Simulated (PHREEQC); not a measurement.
Copper plating or etch bath (model solution)

Solution (10 °C): 62 mmol/kgw Cu(NO3)2, 117 mmol/kgw H2SO4 and 170 mmol/kgw NaCl. Closed to the air; pH follows from the charge balance.

The numbers come from PHREEQC with the ion-association model, wateq4f.dat.

Precipitation was switched off in this run.

Question: What pH, ionic strength does the model give?

Answer: pH 0.91; ionic strength 0.498 mol/kgw.

Question: In which forms is Cu present?

Answer: Cu+2 77 %, CuSO4 18 %, CuCl+ 4.1 % of the Cu.

At this temperature some constants are extrapolated from 25 °C, and those without enthalpy data are left unchanged.
